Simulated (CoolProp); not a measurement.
Properties of CH2F2 (R32) along the isotherm 161.85 °C (Tc = 78.1 °C, pc = 5.783 MPa, ω = 0.277).

Model: reference Helmholtz-energy equation of state, Tillner-Roth 1997, in CoolProp.

```
p (MPa)          phase  cv (kJ/(kg K))  speed of sound (m/s)
-------  -------------  --------------  --------------------
0.0274             gas          0.8837                 286.4
0.0414             gas          0.8839                 286.3
0.0624             gas          0.8842                 286.2
0.0942             gas          0.8847                 286.0
0.142              gas          0.8854                 285.8
0.214              gas          0.8864                 285.4
0.323              gas          0.8880                 284.8
0.488              gas      (withheld)                 283.9
0.736              gas          0.8941            (withheld)
1.11               gas          0.8997                 280.6
1.67               gas          0.9082                 277.5
2.53               gas          0.9214                 272.9
3.81               gas          0.9416                 266.2
5.75               gas          0.9728                 256.4
8.67     supercritical           1.019            (withheld)
```

Task: Some entries are withheld; supply them.

Result: 
- 0.488, cv (kJ/(kg K)): 0.8905
- 0.736, speed of sound (m/s): 282.6
- 8.67, speed of sound (m/s): 244.8
